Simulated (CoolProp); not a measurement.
A simple Rankine cycle with R227EA: condensing at 322.15 K, boiler at 2.36 MPa, turbine inlet 474 K, turbine efficiency 0.65, pump efficiency 0.7, no recuperator. Each further row changes one setting.

Model: reference Helmholtz-energy equation of state, Lemmon 2016, in CoolProp.

```json
[
 {"case": "as stated", "thermal efficiency (%)": "[?]", "net work (kJ/kg)": "[?]", "heat in (kJ/kg)": "239", "turbine exit temperature (K)": "[?]", "volume ratio over the turbine": "2.72"},
 {"case": "condensing temperature 314.15 K", "thermal efficiency (%)": "[?]", "net work (kJ/kg)": "14.1", "heat in (kJ/kg)": "249", "turbine exit temperature (K)": "450.9", "volume ratio over the turbine": "3.37"},
 {"case": "boiler pressure 1.65 MPa", "thermal efficiency (%)": "3.1", "net work (kJ/kg)": "7.65", "heat in (kJ/kg)": "[?]", "turbine exit temperature (K)": "462.4", "volume ratio over the turbine": "1.87"},
 {"case": "turbine efficiency 0.55", "thermal efficiency (%)": "3.9", "net work (kJ/kg)": "9.40", "heat in (kJ/kg)": "239", "turbine exit temperature (K)": "[?]", "volume ratio over the turbine": "2.73"}
]
```

### Question
What belongs in the gaps?

### Answer

- as stated, thermal efficiency (%): 4.8
- as stated, net work (kJ/kg): 11.4
- as stated, turbine exit temperature (K): 454.5
- condensing temperature 314.15 K, thermal efficiency (%): 5.7
- boiler pressure 1.65 MPa, heat in (kJ/kg): 244
- turbine efficiency 0.55, turbine exit temperature (K): 456.5
